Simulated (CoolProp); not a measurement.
Properties of ammonia at several states (Tc = 405.6 K, pc = 11360 kPa, ω = 0.256).

Values from CoolProp's reference Helmholtz-energy equation of state, Gao 2020.

```tsv
T (K)	p (kPa)	phase	Z	cv (kJ/(kg K))	Joule-Thomson coefficient (K/MPa)	isothermal compressibility (1/MPa)	viscosity (µPa s)	Prandtl number
427.3	63300	supercritical	0.6175	2.643	0.07028	[?]	[?]	[?]
321.7	2460	liquid	0.02767	2.753	-0.001098	[?]	106	1.26
204.1	4090	liquid	0.05658	2.973	[?]	[?]	476	[?]
```

Q: Some entries are withheld; supply them.

A: 
- 427.3, isothermal compressibility (1/MPa): 0.003119
- 427.3, viscosity (µPa s): 70.5
- 427.3, Prandtl number: 0.996
- 321.7, isothermal compressibility (1/MPa): 0.002391
- 204.1, Joule-Thomson coefficient (K/MPa): -0.2163
- 204.1, isothermal compressibility (1/MPa): 0.0005162
- 204.1, Prandtl number: 2.59

Viscosity comes from a separate model (Fenghour 1995). Thermal conductivity comes from a separate model (Tufeu 1984).
